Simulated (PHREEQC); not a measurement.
Synthetic water in mg/L, 80 °C, pH 1.93, pe 9.3: Na 46.7; K 10.5; Ca 32; Mg 75.4; Cl 63.5; S(6) as SO4 1510; B 0.0165; N(5) as NO3 0.0758.

Valence states are taken as typed.

The numbers come from PHREEQC with the ion-association model, phreeqc.dat.

```json
{
  "ionic_strength": "0.0262 mol/kgw",
  "specific_conductance": "14000 µS/cm",
  "total_alkalinity": "-24.1 meq/kg",
  "charge_balance_error": "2.3 %"
}
```

```csv
species,molality,activity,log γ
H+,0.0135,0.0118,-0.062
HSO4-,0.0105,0.00882,-0.075
SO4-2,0.00369,0.00188,-0.291
Na+,0.00201,0.00170,-0.073
Cl-,0.00179,0.00150,-0.077
Mg+2,0.00176,0.000926,-0.279
MgSO4,0.00135,0.00135,0.003
Ca+2,0.000611,0.000316,-0.286
K+,0.000261,0.000219,-0.077
CaSO4,0.000149,0.000150,0.003
CaHSO4+,3.99e-5,3.35e-5,-0.075
NaSO4-,2.54e-5,2.15e-5,-0.071
KSO4-,7.68e-6,6.52e-6,-0.071
H3BO3,1.53e-6,1.54e-6,0.003
```

No solid was allowed to form. Constants without temperature data keep their 25 °C values here.
